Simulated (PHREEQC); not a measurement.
# Polishing slurry liquid

Make-up at 25 °C: 0.0082 mol KOH and 0.017 mol NaH2PO4 per kg of water. Closed to the air; pH follows from the charge balance.

Equilibrium calculation in PHREEQC: ion-association model, wateq4f.dat.

No solid was allowed to form.

Problem. Estimate the pH, ionic strength.

Solution. pH 6.95; ionic strength 0.0330 mol/kgw.

Problem. In which forms is P present?

Solution. H2PO4- 52 %, HPO4-2 47 %, NaHPO4- 0.8 % of the P.

Species that the database lacks are ignored. H3PO4, which wateq4f.dat lacks, is added to it with the constant of phreeqc.dat.
